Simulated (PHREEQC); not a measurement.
Dissolve 0.034 mol H2SO4, 0.064 mol FeSO4 and 8.4e-05 mol MnSO4 per kg of water at 25 °C. Closed to the air; pH follows from the charge balance.

Computed with PHREEQC (ion-association model, phreeqc.dat).

```
Item                      Value
----------------  -------------
pH                         1.63
ionic strength    0.179 mol/kgw
density             1.008 g/cm³
total alkalinity   -68.0 meq/kg
```

```
species  molality  activity   log γ
-------  --------  --------  ------
SO4-2      0.0364    0.0111  -0.516
Fe+2       0.0360    0.0122  -0.471
HSO4-      0.0337    0.0253  -0.124
H+         0.0293    0.0235  -0.096
FeSO4      0.0230    0.0240   0.018
FeHSO4+   0.00494   0.00371  -0.124
Mn+2      5.12e-5   1.73e-5  -0.471
MnSO4     3.28e-5   3.41e-5   0.018
```

This is a speciation only: nothing precipitates in the calculation.
